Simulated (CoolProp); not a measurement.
Saturated liquid density (kg/m³) of neopentane: the reference equation beside estimates from Tc = 160.6 °C, pc = 3.196 MPa, ω = 0.196. Rackett uses Z = 0.29056 − 0.08775 ω.

Values from CoolProp's reference Helmholtz-energy equation of state, Lemmon 2006. It is a short technical equation, of lower accuracy than the large ones.

```tsv
T (°C)	reference	Rackett	van der Waals	Redlich-Kwong	Soave-Redlich-Kwong	Peng-Robinson
62.45	539.6	(withheld)	339.7	483.9	500.9	(withheld)
71.95	527.0	533.3	331.3	468.8	485.9	551.4
81.35	513.7	519.6	322.5	453.0	470.1	533.5
90.75	499.5	505.1	313.2	436.1	453.1	514.1
100.25	484.0	489.4	303.0	417.9	434.4	492.8
109.65	467.4	472.7	292.1	398.3	414.2	469.5
119.05	448.9	454.2	280.2	376.9	391.9	(withheld)
128.45	(withheld)	433.4	266.7	353.1	366.7	414.1
```

**Question.** Fill in the missing entries.

**Answer.** 
- 62.45, Rackett: 546.4
- 62.45, Peng-Robinson: 568.2
- 119.05, Peng-Robinson: 443.5
- 128.45, reference: 427.9

Absolute difference from the reference over all 8 rows, mean and median: Rackett 1.2 and 1.2 %, van der Waals 37.4 and 37.3 %, Redlich-Kwong 13.5 and 13.2 %, Soave-Redlich-Kwong 10.2 and 9.8 %, Peng-Robinson 2.9 and 3.1 %.
